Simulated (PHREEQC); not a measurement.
A solution holds 82 mmol/kgw TMAH and 0.15 mmol/kgw K2SiO3, at 41 °C. Closed to the air; pH follows from the charge balance.

Model: ion-association model, wateq4f.dat, run in PHREEQC.

This is a speciation only: nothing precipitates in the calculation.

**Question.** What pH does the model give?

**Answer.** pH 12.32.

**Question.** In which forms is Si present?

**Answer.** H3SiO4- 58 %, H2SiO4-2 41 % of the Si.

(CH3)4N+ isn't in the database: it is added as a free cation with an ion size of 4 Å. Away from 25 °C the constants follow the database's enthalpies or fits; those with neither stay at their 25 °C values.
